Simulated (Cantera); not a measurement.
Mixture: CO : H2 : CH4 : O2 : N2 = 1 : 0.15 : 0.1 : 0.791 : 2.97 (molar parts), equivalence ratio 0.98, at 680000 Pa, adiabatic and at constant pressure. Ignition delay is the time to a rise of 400 K.

Cantera simulation using GRI-Mech 3.0 (53 species, 325 reactions); the numbers are that mechanism's predictions, not measurements. Below about 1000 K GRI-Mech 3.0 lacks low-temperature oxidation paths. Below about 950 K walls govern HO2 and H2O2 in real vessels.

### Question
Predict: delay at 850 K; delay at 950 K; delay at 1050 K; delay at 1150 K; delay at 1250 K; apparent activation energy between 1150 and 1250 K.

### Answer
| Property | Result |
|---|---|
| delay at 850 K | 0.334 s |
| delay at 950 K | 15.3 ms |
| delay at 1050 K | 1.27 ms |
| delay at 1150 K | 0.216 ms |
| delay at 1250 K | 66.0 µs |
| apparent activation energy between 1150 and 1250 K | 140 kJ/mol |
